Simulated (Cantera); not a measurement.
An adiabatic, constant-volume homogeneous reactor starts with 20.7 % CO, 1.32 % H₂, 10.0 % O₂, 68.0 % N₂, at 1650 K and 5.00 bar.

Cantera simulation using GRI-Mech 3.0 (53 species, 325 reactions); the numbers are that mechanism's predictions, not measurements. The hydrogen kinetics of GRI-Mech 3.0 are dated; newer H2 mechanisms differ, most at raised pressure.

**Question.** Predict: time of steepest temperature rise; temperature at 0.200 s; equilibrium temperature; x(CO) at 0.200 s; x(H₂) at 0.200 s; x(O₂) at 0.200 s; x(H₂O) at 0.200 s; x(O) at 0.200 s; x(H₂O₂) at 0.200 s; x(NO₂) at 0.200 s.

**Answer.** 
| Property | Value |
|---|---|
| time of steepest temperature rise | 11.2 µs |
| temperature at 0.200 s | 2891 K |
| equilibrium temperature | 2891 K |
| x(CO) at 0.200 s | 0.0784 (gas-phase equilibrium 0.0784) |
| x(H₂) at 0.200 s | 0.000809 (gas-phase equilibrium 0.000809) |
| x(O₂) at 0.200 s | 0.0200 (gas-phase equilibrium 0.0200) |
| x(H₂O) at 0.200 s | 0.0106 (gas-phase equilibrium 0.0106) |
| x(O) at 0.200 s | 0.00383 (gas-phase equilibrium 0.00383) |
| x(H₂O₂) at 0.200 s | 6.26e-8 (gas-phase equilibrium 6.26e-8) |
| x(NO₂) at 0.200 s | 6.82e-6 (gas-phase equilibrium 6.82e-6) |
